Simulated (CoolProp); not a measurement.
Saturation properties of 1,2-dichloroethane (Tc = 561.6 K, pc = 52.26 bar, ω = 0.269).

Computed with CoolProp (reference Helmholtz-energy equation of state, Thol 2015).

```csv
T (K),p (bar),vapour density (kg/m³),enthalpy of vaporisation (kJ/kg)
406.3,3.872,12.31,293.8
411.3,4.343,13.74,290.4
416.4,4.866,15.33,286.8
421.4,5.425,17.03,283.2
426.5,6.043,18.91,279.5
431.5,6.699,20.91,275.7
436.6,7.423,23.13,271.7
441.6,8.187,25.49,267.7
446.6,9.009,28.04,263.6
451.7,9.910,30.86,259.3
456.7,10.86,33.86,255.0
461.8,11.89,37.17,250.4
466.8,12.97,40.68,245.7
471.9,14.15,44.57,240.8
476.9,15.39,48.71,235.8
```

It boils at 356.6 K under 1 atm.
